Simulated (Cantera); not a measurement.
Input: 1 mol Al, 2.4 mol H2O, 1.1 mol H2, at 650 K and 6400 Pa.

Cantera equilibrium calculation (NASA polynomials, part measured and part estimated; ideal gas, pure solids and liquids). Candidate condensed phases: Al, Al2O3, H2O; 19 gas species. The numbers say what is thermodynamically allowed, not how fast it happens.

Q: What is the equilibrium state?

A: 
- x(H2) = 0.743
- x(H2O) = 0.257
- n(Al2O3(s)) = 0.500 mol
- gas amount = 3.500 mol
- log10 activity of Al(s) (absent) = -32.96
